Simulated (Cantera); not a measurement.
What does this Cantera script print?

```python
import numpy as np
import cantera as ct

gas_names = """
    F F2 H HF H2 H2F2 H3F3 H4F4 H5F5 H6F6 H7F7 Si SiF SiF2 SiF3 SiF4 SiH SiHF3 SiH2 SiH2F2 SiH3 SiH3F
    SiH4 Si2 Si3
""".split()
cond_names = """
    Si(cr) Si(L)
""".split()


def load(file, names, dense=False):
    # The tables refer to 1 bar. Condensed volumes are neglected.
    table = {s.name: s for s in ct.Species.list_from_file(file)}
    out = []
    for n in names:
        d = dict(table[n].input_data)
        d["thermo"] = dict(d["thermo"], **{"reference-pressure": 1e5})
        if dense:
            d["equation-of-state"] = {"model": "constant-volume", "density": "1e6 g/cm^3"}
        out.append(ct.Species.from_dict(d))
    return out


gas = ct.Solution(thermo="ideal-gas", species=load("nasa_gas.yaml", gas_names))
cond = {s.name: ct.Solution(thermo="fixed-stoichiometry", species=[s], name=s.name)
        for s in load("nasa_condensed.yaml", cond_names, dense=True)}
atoms = {
    'SiF4': {'Si': 1, 'F': 4},
    'H2': {'H': 2},
}
top_T = {}  # K; cautious upper limits of use, not melting points


def equilibrate(T, P, feed):
    n = {}
    for name, mol in feed.items():
        for a, k in atoms[name].items():
            n[a] = n.get(a, 0.0) + k * mol
    gas.TPX = T, P, n
    mass = sum(n.values()) * gas.mean_molecular_weight
    gas.equilibrate("TP")
    valid = [c for c in cond.values() if c.min_temp <= T <= top_T.get(c.name, c.max_temp)]
    mix = ct.Mixture([(gas, mass / gas.mean_molecular_weight)] + [(c, 0.0) for c in valid])
    mix.T, mix.P = T, P
    mix.equilibrate("TP", solver="vcs", rtol=1e-11, max_steps=5000)
    return mix


results = []
feed = {'SiF4': 1, 'H2': 36}  # mol
T = 1400  # K
P = 13332.2  # Pa
mix = equilibrate(T, P, feed)
results.append((T, P, feed, dict(zip(mix.species_names, mix.species_moles))))
print(gas.report(threshold=1e-06))
for i in range(1, mix.n_phases):
    print(f"{mix.phase(i).name:16s} {mix.phase_moles(i):12.5e} mol")
```

Result:

```
       temperature   1400 K
          pressure   13332 Pa
           density   0.0054639 kg/m^3
  mean mol. weight   4.7705 kg/kmol
   phase of matter   gas

                          1 kg             1 kmol
                     ---------------   ---------------
          enthalpy       -1.6544e+06       -7.8926e+06  J
   internal energy       -4.0945e+06       -1.9533e+07  J
           entropy             42254        2.0158e+05  J/K
    Gibbs function       -6.0811e+07        -2.901e+08  J
 heat capacity c_p              7101             33875  J/K
 heat capacity c_v            5358.1             25561  J/K

                      mass frac. Y      mole frac. X     chem. pot. / RT
                     ---------------   ---------------   ---------------
                 H        2.7717e-06        1.3118e-05           -10.225
                HF          0.013888         0.0033117           -54.724
                H2           0.40978           0.96967            -20.45
              SiF2        0.00089771        6.4807e-05           -97.679
              SiF3          0.026735          0.001499           -142.18
              SiF4           0.51942          0.023808           -186.68
             SiHF3          0.028579         0.0015837            -152.4
            SiH2F2        0.00070003         4.904e-05           -118.13
     [  +17 minor]        4.4537e-06        4.2706e-07

Si(cr)            0.00000e+00 mol
```

Cantera equilibrium calculation (NASA polynomials, part measured and part estimated; ideal gas, pure solids and liquids). The tables' values for SiF3, SiF2 are old estimates; treat these amounts as uncertain.
